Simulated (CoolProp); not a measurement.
A Linde-Hampson liquefier for methane: isothermal reversible compression at 250 K from 1 atm to 30 MPa, throttling to 1 atm, return gas leaving the recuperator 2 K below the feed. Each further row changes one setting.

The numbers come from the reference Helmholtz-energy equation of state, Setzmann 1991 in CoolProp.

```csv
case,liquid yield per pass,compression work (kJ/kg of gas)
as stated,…,653
high pressure 60 MPa,…,751
warm-end temperature 280 K,…,…
warm-end gap 7 K,0.341,653
```

Problem. What belongs in the gaps?

Solution. 
- as stated, liquid yield per pass: 0.349
- high pressure 60 MPa, liquid yield per pass: 0.334
- warm-end temperature 280 K, liquid yield per pass: 0.274
- warm-end temperature 280 K, compression work (kJ/kg of gas): 763
